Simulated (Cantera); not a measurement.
## Gas activation for diamond growth

An isothermal, constant-pressure homogeneous reactor starts with 2.44 % CH4, 97.6 % H2, at 2375 K and 97.5 Torr.

Cantera simulation using GRI-Mech 3.0 (53 species, 325 reactions); the numbers are that mechanism's predictions, not measurements. GRI-Mech 3.0 stops at C3 and has no aromatics, soot or wall deposition, so with more carbon than oxygen in the feed, carbon stays in small species such as C2H2 where larger ones or solid carbon would form.

```tsv
t (s)	x CH4	x H2	x C2H4	x CH2	x C2H2	x H	x C2H6
9.00e-5	0.0207	0.968	7.17e-5	3.01e-5	0.000167	0.00774	2.05e-6
0.000277	0.0132	0.962	0.000108	8.50e-5	0.00309	0.0170	2.15e-6
0.000852	0.00373	0.962	1.83e-5	5.41e-5	0.00905	0.0234	2.37e-7
0.00262	0.000668	0.959	2.85e-6	1.67e-5	0.0112	0.0289	9.22e-9
0.00807	0.000129	0.954	1.87e-6	4.59e-6	0.0116	0.0339	3.96e-10
0.0248	3.85e-5	0.951	1.69e-6	1.71e-6	0.0116	0.0376	4.14e-11
0.0765	3.03e-5	0.950	1.66e-6	1.41e-6	0.0116	0.0384	2.72e-11
0.235	3.03e-5	0.950	1.66e-6	1.41e-6	0.0116	0.0384	2.72e-11
0.724	3.03e-5	0.950	1.66e-6	1.41e-6	0.0116	0.0384	2.72e-11
2.23	3.03e-5	0.950	1.66e-6	1.41e-6	0.0116	0.0384	2.72e-11
6.86	3.03e-5	0.950	1.66e-6	1.41e-6	0.0116	0.0384	2.72e-11
21.1	3.03e-5	0.950	1.66e-6	1.41e-6	0.0116	0.0384	2.72e-11
65.0	3.03e-5	0.950	1.66e-6	1.41e-6	0.0116	0.0384	2.72e-11
200	3.03e-5	0.950	1.66e-6	1.41e-6	0.0116	0.0384	2.72e-11
```
x: mole fraction; the columns are a selection and need not sum to one.

Equilibrium at this temperature and pressure: CH4 3.05e-5, H2 0.950, C2H4 1.66e-6, CH2 1.42e-6, C2H2 0.0116, H 0.0384, C2H6 2.75e-11 (gas phase only).
